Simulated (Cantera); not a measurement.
## Premixed flame

A freely propagating, adiabatic, planar premixed flame of H₂ : O₂ : N₂ = 1 : 0.39 : 1.17 (molar parts), unburnt at 650 K and 390000 Pa; mixture-averaged transport, grid criteria slope 0.08 and curve 0.16, no radiation.

Cantera simulation using the H2/O2 subset of GRI-Mech 3.0, which has no nitrogen chemistry; the numbers are that mechanism's predictions, not measurements. The hydrogen kinetics of GRI-Mech 3.0 are dated; newer H2 mechanisms differ, most at raised pressure. Burning velocities carry a grid error of a few per cent, more on coarse grids.

| z (mm) | T (K) | u (m/s) | x H₂ | x O₂ | x H₂O₂ | x H₂O | x H | x HO₂ |
|---|---|---|---|---|---|---|---|---|
| -0.234 | 650 | 12.3 | 0.391 | 0.152 | <1e-8 | <1e-8 | <1e-8 | <1e-8 |
| -0.156 | 650 | 12.3 | 0.391 | 0.152 | <1e-8 | <1e-8 | <1e-8 | <1e-8 |
| -0.117 | 650 | 12.3 | 0.391 | 0.152 | <1e-8 | <1e-8 | <1e-8 | <1e-8 |
| -0.0779 | 650 | 12.3 | 0.391 | 0.152 | <1e-8 | 3.27e-7 | 2.06e-8 | 6.49e-7 |
| -0.0389 | 672 | 12.6 | 0.385 | 0.153 | 5.02e-6 | 0.000761 | 0.000155 | 0.000443 |
| -0.0195 | 936 | 17.0 | 0.345 | 0.147 | 3.95e-5 | 0.0241 | 0.00705 | 0.000605 |
| 0 | 1439 | 25.2 | 0.233 | 0.102 | 1.20e-5 | 0.123 | 0.0410 | 0.000275 |
| 0.0195 | 1790 | 30.9 | 0.137 | 0.0414 | 3.68e-6 | 0.231 | 0.0684 | 0.000103 |
| 0.0389 | 1962 | 33.6 | 0.108 | 0.0195 | 2.28e-6 | 0.271 | 0.0696 | 4.48e-5 |
| 0.0779 | 2140 | 36.2 | 0.102 | 0.0111 | 1.36e-6 | 0.289 | 0.0582 | 2.24e-5 |
| 0.156 | 2315 | 38.7 | 0.103 | 0.00776 | 8.79e-7 | 0.302 | 0.0435 | 1.34e-5 |
| 0.311 | 2477 | 40.9 | 0.103 | 0.00500 | 6.26e-7 | 0.316 | 0.0305 | 7.61e-6 |
| 0.623 | 2605 | 42.6 | 0.101 | 0.00290 | 4.62e-7 | 0.329 | 0.0208 | 4.06e-6 |
x: mole fraction of selected species; z is measured from the peak of heat release.

| Item | Result |
|---|---|
| laminar burning velocity | 1230 cm/s |
| thermal thickness | 0.0779 mm |
| peak x(H₂O₂) | 3.97e-5 |
| peak x(H) | 0.0709 |
| peak x(HO₂) | 0.000813 |
| grid points | 129 |
